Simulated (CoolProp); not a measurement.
Vapour-liquid equilibrium of n-hexane (1) + n-decane (2) at 362.7 K; x and y are mole fractions of (1).

Computed with CoolProp (multi-fluid Helmholtz-energy mixture model, Thol 2019 and Lemmon 2006; pair parameters Kunz 2012).

Q: Give the bubble pressure and the first vapour's composition at x = 0.425, 0.65, 0.725. Is there an azeotrope?

A: x = 0.425: 0.7825 bar, y = 0.951; x = 0.65: 1.197 bar, y = 0.980; x = 0.725: 1.338 bar, y = 0.986. No azeotrope shows between x = 0.05 and 0.95.

Pair parameters are fitted to limited data, so mixtures are less certain than the pure fluids.
